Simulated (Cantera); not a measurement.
Mixture: CH4 : H2 : O2 : N2 = 1 : 0.14 : 4.5 : 16.9 (molar parts), equivalence ratio 0.46, at 0.987 atm, adiabatic and at constant pressure. Ignition delay is the time to a rise of 400 K.

Cantera simulation using GRI-Mech 3.0 (53 species, 325 reactions); the numbers are that mechanism's predictions, not measurements.

### Question
Predict: delay at 1248 K; delay at 1323 K; delay at 1398 K; delay at 1473 K; delay at 1548 K; delay at 1623 K; apparent activation energy between 1473 and 1623 K.

### Answer
```
Quantity                                                Result
--------------------------------------------------  ----------
delay at 1248 K                                        5.00 ms
delay at 1323 K                                        2.32 ms
delay at 1398 K                                        1.16 ms
delay at 1473 K                                       0.627 ms
delay at 1548 K                                       0.365 ms
delay at 1623 K                                       0.225 ms
apparent activation energy between 1473 and 1623 K  140 kJ/mol
```
